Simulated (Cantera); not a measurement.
## Ignition delay

Mixture: CH₄ : C₂H₆ : O₂ : N₂ = 1 : 0.031 : 1.76 : 10.7 (molar parts), equivalence ratio 1.2, at 760 Torr, adiabatic and at constant volume. Ignition delay is the time to a rise of 400 K.

Computed with Cantera and GRI-Mech 3.0 (53 species, 325 reactions).

```json
[
 {"T0 (K)": "1200", "delay (ms)": "32.9"},
 {"T0 (K)": "1300", "delay (ms)": "8.92"},
 {"T0 (K)": "1400", "delay (ms)": "2.55"},
 {"T0 (K)": "1500", "delay (ms)": "0.803"},
 {"T0 (K)": "1600", "delay (ms)": "0.297"},
 {"T0 (K)": "1700", "delay (ms)": "0.133"}
]
```

| Property | Result |
|---|---|
| apparent activation energy between 1500 and 1700 K | 190 kJ/mol |
